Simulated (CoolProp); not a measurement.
Vapour-liquid equilibrium of R143a (1) + R1234yf (2) at 311 K; x and y are mole fractions of (1).

Values from CoolProp's multi-fluid Helmholtz-energy mixture model, Lemmon and Jacobsen 2000 and Lemmon 2022; pair parameters Bell 2016.

| x | bubble pressure, mixture model (kPa) | bubble pressure, Raoult's law (kPa) | y, mixture model | y, Raoult's law |
|---|---|---|---|---|
| 0.05 | 1005 | 1003 | 0.078 | 0.087 |
| 0.2 | 1124 | 1119 | 0.282 | 0.311 |
| 0.35 | 1240 | 1236 | 0.451 | 0.493 |
| 0.5 | 1354 | 1352 | 0.598 | 0.643 |
| 0.65 | 1469 | 1468 | 0.730 | 0.770 |
| 0.8 | 1584 | 1585 | 0.851 | 0.878 |
| 0.95 | 1700 | 1701 | 0.964 | 0.972 |

The largest gap from Raoult's law is +0.4 % in bubble pressure, at x = 0.2. No azeotrope shows between x = 0.05 and 0.95.

Pair parameters are fitted to limited data, so mixtures are less certain than the pure fluids.
